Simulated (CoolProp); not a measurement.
Properties of C2F6 (R116) along the isobar 3.95 MPa (Tc = 293.0 K, pc = 3.048 MPa, ω = 0.257).

Values from CoolProp's reference Helmholtz-energy equation of state, Lemmon 2006. It is a short technical equation, of lower accuracy than the large ones.

| T (K) | phase | density (kg/m³) | isothermal compressibility (1/MPa) | expansivity (1/kK) | conductivity (mW/(m K)) |
|---|---|---|---|---|---|
| 188.4 | liquid | … | 0.002392 | 2.480 | … |
| 208.1 | liquid | … | 0.003350 | 2.811 | 73.1 |
| 227.9 | liquid | … | 0.004975 | 3.316 | 65.8 |
| 247.6 | liquid | 1371 | 0.008088 | … | 58.5 |
| 267.3 | liquid | 1246 | 0.01565 | 5.825 | 50.9 |
| 287 | liquid | 1068 | 0.04790 | 11.13 | 42.3 |
| 306.7 | supercritical | 543.3 | 0.9260 | 60.80 | 31.2 |
| 326.4 | supercritical | … | 0.4373 | 13.95 | 23.0 |
| 346.1 | supercritical | 259.4 | 0.3531 | … | 22.3 |
| 365.9 | supercritical | 225.2 | 0.3177 | 6.159 | 22.9 |
| 385.6 | supercritical | 202.0 | 0.2981 | 4.967 | 23.9 |
| 405.3 | supercritical | 184.7 | 0.2855 | 4.207 | 25.1 |
| 425 | supercritical | 170.9 | 0.2769 | 3.676 | 26.3 |

Question: Complete the blanks.

Answer: 
- 188.4, density (kg/m³): 1650
- 188.4, conductivity (mW/(m K)): 80.7
- 208.1, density (kg/m³): 1566
- 227.9, density (kg/m³): 1475
- 247.6, expansivity (1/kK): 4.153
- 326.4, density (kg/m³): 319.7
- 346.1, expansivity (1/kK): 8.360

Thermal conductivity comes from a separate model (Huber 2003), an estimate that may be off by 10 % or more.
